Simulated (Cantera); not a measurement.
**Equilibrium for roasting and sulfation: MgO + SO3 + O2**

Charge: 1 mol MgO, 1.2 mol SO3, 2.6 mol O2, equilibrated at 44.0 mbar.

Equilibrium computed with Cantera from the NASA thermochemical tables; the gas is ideal and each condensed phase is pure. Candidate condensed phases: Mg, MgO, MgS, MgSO4, S; 14 gas species. Mutual solubility and eutectic melting of coexisting phases are not modelled. Kinetics and transport are ignored.

| T (K) | x O2 | x SO2 | x SO3 | x O | x SO | n MgSO4(s) | n MgO(s) |
|---|---|---|---|---|---|---|---|
| 1073 | 0.931 | 0.0595 | 0.00980 | 5.72e-9 | 6.70e-12 | 1.00 | 0 |
| 1098 | 0.931 | 0.0614 | 0.00788 | 1.09e-8 | 1.50e-11 | 1.00 | 0 |
| 1123 | 0.931 | 0.0628 | 0.00637 | 2.02e-8 | 3.20e-11 | 1.00 | 0 |
| 1148 | 0.886 | 0.106 | 0.00832 | 3.56e-8 | 1.12e-10 | 0.845 | 0.155 |
| 1173 | 0.725 | 0.260 | 0.0149 | 5.67e-8 | 5.96e-10 | 0 | 1.00 |
| 1198 | 0.726 | 0.262 | 0.0122 | 9.75e-8 | 1.15e-9 | 0 | 1.00 |
| 1223 | 0.726 | 0.264 | 0.0101 | 1.64e-7 | 2.15e-9 | 0 | 1.00 |
x: gas mole fraction; n: condensed amount in mol.

From 1073 K to 1123 K the condensed part is MgSO4(s). At 1148 K the condensed part is MgO(s) + MgSO4(s). From 1173 K to 1223 K the condensed part is MgO(s).
